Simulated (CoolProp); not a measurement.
Aqueous propylene glycol as a coolant, at 37 °C, 1 atm.

Model: Melinder's fits for secondary coolants, in CoolProp.

| mass % | freezing point (°C) | viscosity (mPa s) | density (kg/m³) | Prandtl number | conductivity (W/(m K)) |
|---|---|---|---|---|---|
| 2 | -0.4 | 0.738 | 995.1 | 5.01 | 0.613 |
| 8.8 | -2.4 | 0.910 | 999.8 | 6.53 | 0.572 |
| 15.6 | -5.1 | 1.11 | 1005 | 8.40 | 0.533 |
| 22.4 | -8.4 | 1.35 | 1010 | 10.8 | 0.497 |
| 29.2 | -12.3 | 1.67 | 1015 | 14.1 | 0.462 |
| 36 | -17.1 | 2.07 | 1019 | 18.4 | 0.430 |
| 42.8 | -23.3 | 2.57 | 1024 | 23.9 | 0.399 |
| 49.6 | -31.6 | 3.18 | 1027 | 31.0 | 0.370 |
